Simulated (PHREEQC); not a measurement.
1 kg of water holding 0.012 mol/kgw KCl, 0.055 mol/kgw LiCl, 0.0043 mol/kgw NaCl and 0.22 mol/kgw MgCl2 is evaporated at 25 °C; the solids stay in contact with the brine. The system is closed to CO2. Only these solids could form: Bischofite, Brucite, Carnallite, Halite, Sylvite, MgCl2_4H2O.

Model: Pitzer model, pitzer.dat, run in PHREEQC.

### Question
Predict ionic strength at water left (kg) = 0.8219, 0.5552, 0.3082, 0.1407, 0.009272.

### Answer
```tsv
water left (kg)	ionic strength
0.8219	0.890
0.5552	1.32
0.3082	2.37
0.1407	5.20
0.009272	17.2
```
